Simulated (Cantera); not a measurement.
Input: 1 mol Si, 0.62 mol Cl₂, 0.16 mol H₂, equilibrated at 600 °C and 3.00 Pa.

Cantera equilibrium calculation (NASA polynomials, part measured and part estimated; ideal gas, pure solids and liquids). Candidate condensed phases: Si; 19 gas species. The tables' values for SiCl₃ are old estimates; treat these amounts as uncertain. Rates play no part.

Base state: SiCl₄ 0.623, H₂ 0.310, HCl 0.0417, SiHCl₃ 0.00991, SiCl₃ 0.00868, SiCl₂ 0.00711, SiH₂Cl₂ 1.44e-5 (mole fractions); condensed: Si(s).

Task: What changes in the equilibrium state with this change: temperature from 600 °C to 1252 °C?

Result: 
```json
[
 {"species": "SiCl₂", "before": "0.00711", "after": "0.706"},
 {"species": "HCl", "before": "0.0417", "after": "0.163"},
 {"species": "H₂", "before": "0.310", "after": "0.123"},
 {"species": "SiCl₄", "before": "0.623", "after": "6.14e-5"},
 {"species": "Cl", "before": "<1e-9", "after": "0.00161"},
 {"species": "SiCl", "before": "<1e-9", "after": "0.000947"},
 {"species": "Si", "before": "<1e-9", "after": "0.000629"},
 {"species": "H", "before": "4.75e-9", "after": "0.00151"},
 {"species": "Si(s), mol", "before": "0.691", "after": "0.445"}
]
```
The tables' values for SiCl₃, SiCl are old estimates; treat these amounts as uncertain.

Task: What changes in the equilibrium state with this change: temperature from 600 °C to 475 °C?

Result: 
| species | before | after |
|---|---|---|
| SiCl₄ | 0.623 | 0.649 |
| H₂ | 0.310 | 0.331 |
| SiHCl₃ | 0.00991 | 0.0112 |
| HCl | 0.0417 | 0.00844 |
| SiCl₂ | 0.00711 | 0.000185 |
| SiCl₃ | 0.00868 | 0.000798 |
| Si(s), mol | 0.691 | 0.690 |

Task: What changes in the equilibrium state with this change: temperature from 600 °C to 400 °C?

Result: 
```json
[
 {"species": "SiCl₄", "before": "0.623", "after": "0.652"},
 {"species": "H₂", "before": "0.310", "after": "0.334"},
 {"species": "SiHCl₃", "before": "0.00991", "after": "0.0117"},
 {"species": "HCl", "before": "0.0417", "after": "0.00235"},
 {"species": "SiCl₂", "before": "0.00711", "after": "1.05e-5"},
 {"species": "SiCl₃", "before": "0.00868", "after": "0.000121"},
 {"species": "SiH₂Cl₂", "before": "1.44e-5", "after": "1.29e-5"},
 {"species": "Si(s), mol", "before": "0.691", "after": "0.689"}
]
```
